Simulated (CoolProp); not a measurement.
A single-stage vapour-compression cycle with vinyl chloride: evaporating at 261.15 K (dew point), condensing at 329.15 K (bubble point), superheat 5 K, subcooling 8 K, compressor efficiency 0.7, no pressure losses. Each further row changes one setting.

The numbers come from the reference Helmholtz-energy equation of state, Thol 2022 in CoolProp.

```csv
case,cooling COP,pressure ratio,discharge temperature (K),refrigerating effect (kJ/kg),volumetric capacity (kJ/m³)
as stated,2.20,8.28,404.9,266,847
evaporating temperature 266.15 K,2.47,…,397.6,270,…
condensing temperature 324.15 K,2.43,…,…,274,872
subcooling 13 K,2.27,8.28,404.9,274,872
superheat 15 K,2.19,8.28,416.6,274,…
compressor efficiency 0.6,1.89,8.28,422.9,266,847
```

Some entries are withheld; supply them.


- evaporating temperature 266.15 K, pressure ratio: 6.80
- evaporating temperature 266.15 K, volumetric capacity (kJ/m³): 1030
- condensing temperature 324.15 K, pressure ratio: 7.33
- condensing temperature 324.15 K, discharge temperature (K): 396.5
- superheat 15 K, volumetric capacity (kJ/m³): 839
